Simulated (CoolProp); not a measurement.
R152A along the isotherm 409.1 K: density (kg/m³) from the reference equation and from simpler models built on Tc = 386.4 K, pc = 45.17 bar, ω = 0.275; each cubic takes its own stable root.

The numbers come from the reference Helmholtz-energy equation of state, Outcalt 1996 in CoolProp. It is a modified Benedict-Webb-Rubin equation, recast in Helmholtz form.

```
p (bar)          phase  reference
-------  -------------  ---------
0.357              gas     0.6949
0.733              gas      1.430
1.51               gas      2.962
3.09               gas      6.129
6.35               gas      12.89
13                 gas      27.79
26.8               gas      65.08
55       supercritical      216.5
113      supercritical      613.2
```

### Question
How far does each simpler model (ideal gas, van der Waals, Redlich-Kwong, Soave-Redlich-Kwong, Peng-Robinson) lie from the reference over these 9 states: mean and median of the absolute difference, and the worst?

### Answer
- ideal gas: mean 16.9 %, median 4.3 %, worst -64.2 % at 409.1 K and 113 bar
- van der Waals: mean 4.9 %, median 0.6 %, worst -30.6 % at 409.1 K and 113 bar
- Redlich-Kwong: mean 2.3 %, median 0.2 %, worst -18.1 % at 409.1 K and 113 bar
- Soave-Redlich-Kwong: mean 3.5 %, median 0.3 %, worst -20.7 % at 409.1 K and 113 bar
- Peng-Robinson: mean 1.8 %, median 0.2 %, worst -12.8 % at 409.1 K and 113 bar
